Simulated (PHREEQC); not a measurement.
A solution holds 49 mmol/kgw HF, 22 mmol/kgw NaF, 6.8 mmol/kgw H2SiF6 and 5.2 mmol/kgw HCl, at 35 °C. Closed to the air; pH follows from the charge balance.

All values are PHREEQC results (ion-association model, wateq4f.dat), not measurements.

- pH: 2.32
- ionic strength: 0.0343 mol/kgw
- total alkalinity: -95.0 meq/kg

```tsv
species	molality	activity	log γ
HF	0.0512	0.0516	0.003
Na+	0.0219	0.0185	-0.075
F-	0.00716	0.00597	-0.079
SiF6-2	0.00680	0.00345	-0.294
H+	0.00554	0.00480	-0.062
Cl-	0.00520	0.00434	-0.079
H2F2	0.00477	0.00481	0.003
HF2-	0.00151	0.00126	-0.079
NaF	6.29e-5	6.34e-5	0.003
```

This is a speciation only: nothing precipitates in the calculation. Complexes and solids missing from the database can't appear. wateq4f.dat counts part of the HF as a dimer, H2F2, which phreeqc.dat doesn't know; its constant is uncertain. SiF6-2 is the database's only silicon fluoride.
